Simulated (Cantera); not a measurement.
Feed: 1 mol Fe2O3, 2.7 mol C, 4.6 mol H2, held at 0.110 bar.

Method: chemical equilibrium by Gibbs-energy minimisation in Cantera with the NASA 1993 tables (ideal gas, pure condensed phases). Candidate condensed phases: C, C6H6, C7H8, C8H18, Fe, Fe(CO)5, FeO, Fe(OH)2, Fe(OH)3, Fe2O3, Fe3O4, H2O; 114 gas species. Equilibrium is a limit: real reactors are often held back by kinetics, nucleation or transport. All values below are at 2123 K.

Base state: H2 0.580, CO 0.359, H2O 0.0359, Fe 0.0121, H 0.00824, CO2 0.00443, OH 6.31e-5, FeO 1.98e-5 (mole fractions); condensed: Fe(l).

**Question.** What changes in the equilibrium state with this change: pressure from 0.110 bar to 0.0100 bar?

**Answer.** 
| species | before | after |
|---|---|---|
| H2 | 0.580 | 0.494 |
| CO | 0.359 | 0.312 |
| Fe | 0.0121 | 0.133 |
| H | 0.00824 | 0.0252 |
| H2O | 0.0359 | 0.0308 |
| FeO | 1.98e-5 | 0.000219 |
| OH | 6.31e-5 | 0.000194 |
| Fe(l), mol | 1.91 | 0.858 |
